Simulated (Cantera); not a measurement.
# Equilibrium for roasting and sulfation: MgCO₃ + SO₂ + O₂

Feed: 1 mol MgCO₃, 0.091 mol SO₂, 0.45 mol O₂, held at 2.20 bar.

These are equilibrium values from Cantera (NASA tables, ideal gas, pure condensed phases), not measurements of a reactor. Candidate condensed phases: C, Mg, MgCO₃, MgO, MgS, MgSO₄, S; 26 gas species. Mutual solubility and eutectic melting of coexisting phases are not modelled. Kinetics and transport are ignored.

```csv
T (°C),x CO₂,x O₂,x SO₂,x SO₃,x CO,x O,x SO,x O₃,n MgO(s),n MgSO₄(s)
575,0.712,0.288,4.73e-10,5.62e-9,<1e-12,<1e-12,<1e-12,<1e-12,0.909,0.0910
675,0.712,0.288,1.35e-7,3.70e-7,8.43e-12,1.07e-11,<1e-12,<1e-12,0.909,0.0910
775,0.712,0.288,1.27e-5,1.07e-5,2.58e-10,2.29e-10,<1e-12,4.99e-12,0.909,0.0910
875,0.711,0.288,0.000524,0.000166,4.34e-9,2.87e-9,<1e-12,2.09e-11,0.910,0.0900
975,0.698,0.288,0.0116,0.00163,4.53e-8,2.41e-8,3.84e-11,6.98e-11,0.928,0.0721
1075,0.650,0.291,0.0552,0.00393,3.14e-7,1.48e-7,1.58e-9,1.97e-10,1.00,0
1175,0.650,0.291,0.0569,0.00224,1.77e-6,7.10e-7,1.05e-8,4.81e-10,1.00,0
1275,0.649,0.292,0.0577,0.00136,7.97e-6,2.78e-6,5.36e-8,1.04e-9,1.00,0
1375,0.649,0.292,0.0582,0.000878,2.98e-5,9.22e-6,2.24e-7,2.07e-9,1.00,0
1475,0.649,0.292,0.0585,0.000594,9.57e-5,2.67e-5,7.94e-7,3.80e-9,1.00,0
1575,0.649,0.292,0.0586,0.000420,0.000270,6.90e-5,2.45e-6,6.55e-9,1.00,0
1675,0.648,0.292,0.0587,0.000307,0.000684,0.000162,6.71e-6,1.07e-8,1.00,0
```
x: gas mole fraction; n: condensed amount in mol.

From 575 °C to 975 °C the condensed part is MgO(s) + MgSO₄(s). From 1075 °C to 1675 °C the condensed part is MgO(s).
